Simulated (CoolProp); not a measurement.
Vapour-liquid equilibrium of R13 (1) + propylene (2) at 2.42 bar; x and y are mole fractions of (1).

Values from CoolProp's multi-fluid Helmholtz-energy mixture model, Platzer 1990 and Lemmon 2013; pair parameters Bell 2016. This equation is an older, rougher fit; its heat capacities, sound speeds and derivatives of the liquid may be far off and weren't checked against measurements.

Problem. Give the bubble temperature and the first vapour's composition at x = 0.15, 0.35, 0.85. Is there an azeotrope?

Solution. x = 0.15: 230.7 K, y = 0.528; x = 0.35: 221.1 K, y = 0.743; x = 0.85: 211.7 K, y = 0.937. No azeotrope shows between x = 0.05 and 0.95.

The pair parameters rest on a limited set of measurements; away from them the model extrapolates.
